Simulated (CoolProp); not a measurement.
Vapour-liquid equilibrium of hydrogen chloride (1) + n-butane (2) at -36.25 °C; x and y are mole fractions of (1).

Computed with CoolProp (multi-fluid Helmholtz-energy mixture model, Thol 2018 and Bücker 2006; pair parameters Bell 2016).

| x | bubble pressure (bar) | y at the bubble point | dew pressure at overall composition x (bar) | liquid density (mol/L) |
|---|---|---|---|---|
| 0.05 | 1.120 | 0.819 | 0.2160 | 11.36 |
| 0.15 | 2.845 | 0.931 | 0.2415 | 12.19 |
| 0.25 | 4.238 | 0.956 | 0.2737 | 13.13 |
| 0.35 | 5.230 | 0.966 | 0.3157 | 14.20 |
| 0.45 | 5.890 | 0.971 | 0.3729 | 15.42 |
| 0.55 | 6.343 | 0.974 | 0.4552 | 16.87 |
| 0.65 | 6.718 | 0.977 | 0.5841 | 18.59 |
| 0.75 | 7.122 | 0.981 | 0.8146 | 20.69 |
| 0.85 | 7.636 | 0.986 | 1.345 | 23.34 |
| 0.95 | 8.319 | 0.994 | 3.818 | 26.76 |

No azeotrope shows between x = 0.05 and 0.95.

The pair parameters rest on a limited set of measurements; away from them the model extrapolates. With so large a gap from Raoult's law the liquid may split in two, which this calculation doesn't test in full.
